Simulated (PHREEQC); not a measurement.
Solution (20 °C): 0.0013 mol FeCl3, 0.01 mol MgSO4, 0.00015 mol H2SO4 and 0.22 mol Na2SO4 per kg of water. Closed to the air; pH follows from the charge balance.

Equilibrium calculation in PHREEQC: ion-association model, phreeqc.dat.

No solid was allowed to form.

Task: Order these S species by the share of S that they hold, largest first: FeSO4+, MgSO4, Fe(SO4)2-, SO4-2, NaSO4-.

Result: SO4-2 (70 %), NaSO4- (27 %), MgSO4 (2.7 %), Fe(SO4)2- (0.32 %), FeSO4+ (0.25 %)

The pH is 3.84 and the ionic strength 0.552 mol/kgw. Examples of supersaturated solids here: Fe(OH)3(a), Hematite (slow to form). Others may be too. Complexes and solids missing from the database can't appear.
